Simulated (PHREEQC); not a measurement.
0.55 g of hydrous ferric oxide (600 m²/g; 0.2 weak and 0.005 strong sites per Fe, Dzombak-Morel constants, diffuse double layer) in 1 kg of water with 0.01 mol/kgw of an inert sodium salt and 9.5e-06 mol/kgw Ag2SO4, 1.5e-05 mol/kgw CuSO4 and 0.00036 mol/kgw NiCl2, at 25 °C; the pH is set by adding NaOH or the inert anion's acid. Oxygen alone is held at its pressure in air (log pO2 = -0.68). No CO2 enters from the air. Nothing may precipitate in this run.

Computed with PHREEQC (ion-association model, wateq4f.dat).

```tsv
pH	S sorbed (%)	Ag sorbed (%)	Cu sorbed (%)	Ni sorbed (%)	surface charge σ (C/m²)	surface potential ψ (mV)
3	100.0	0.0	0.1	0.0	0.317	199
3.67	100.0	0.0	1.5	0.0	0.252	189
4.33	100.0	0.2	18.0	0.1	0.177	172
5	99.7	1.0	71.7	0.6	0.113	149
5.67	98.2	2.4	95.5	4.3	0.067	123
6.33	86.6	2.2	99.3	15.2	0.039	96
7	52.6	3.2	99.8	51.3	0.025	75
7.67	16.1	8.4	99.6	87.8	0.016	56
8.33	1.6	25.0	99.4	98.8	0.007	27
9	0.1	58.5	99.2	99.9	-0.002	-9
9.67	0.0	85.7	99.0	100.0	-0.012	-45
10.33	0.0	96.0	98.7	100.0	-0.027	-78
11	0.0	98.9	97.6	100.0	-0.052	-108
```

Along this series the solution becomes supersaturated in solids that the run did not let form, among them Ni(OH)2, Cerargyrite. The database's constant for dissolved Cu(OH)2 is higher than later reviews accept. The oxide is taken as insoluble; below pH 4 it would dissolve.
